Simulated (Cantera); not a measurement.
Feed: 1 mol Si, 5 mol HCl, 4.4 mol H2, equilibrated at 927 °C and 10000 Pa.

These are equilibrium values from Cantera (NASA tables, ideal gas, pure condensed phases), not measurements of a reactor. The tables' values for SiCl3 are old estimates; treat these amounts as uncertain. Equilibrium is a limit: real reactors are often held back by kinetics, nucleation or transport.

```json
[
 {"species": "H2", "before": "0.735", "after": "0.743"},
 {"species": "HCl", "before": "0.147", "after": "0.138"},
 {"species": "SiCl4", "before": "0.0937", "after": "0.101"},
 {"species": "SiHCl3", "before": "0.0127", "after": "0.0148"},
 {"species": "SiCl2", "before": "0.00448", "after": "0.000548"},
 {"species": "SiCl3", "before": "0.00692", "after": "0.00251"},
 {"species": "SiH2Cl2", "before": "0.000226", "after": "0.000284"}
]
```
Gas species are given as mole fractions.

Problem. Name the change that produced these shifts.
(A) temperature from 927 °C to 900 °C
(B) pressure from 10000 Pa to 101000 Pa
(C) HCl from 5 to 2.1 mol
(D) Si replaced by SiCl4

Solution. B, pressure from 10000 Pa to 101000 Pa
